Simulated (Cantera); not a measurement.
Charge: 1 mol AlCl3, 22 mol N2O, 740 mol H2, at 100 Torr.

These are equilibrium values from Cantera (NASA tables, ideal gas, pure condensed phases), not measurements of a reactor. Candidate condensed phases: Al, AlCl3, AlN, Al2O3, H2O, NH4Cl; 45 gas species. Kinetics and transport are ignored. All values below are at 1698 K.

Base state: H2 0.940, N2 0.0288, H2O 0.0268, HCl 0.00393, H 0.000384 (mole fractions); condensed: Al2O3(s).

Q: What changes in the equilibrium state with this change: N2O from 22 to 30 mol?

A: 
```tsv
species	before	after
H2	0.940	0.920
N2	0.0288	0.0389
H2O	0.0268	0.0369
H	0.000384	0.000380
HCl	0.00393	0.00389
Al2O3(s), mol	0.500	0.500
```
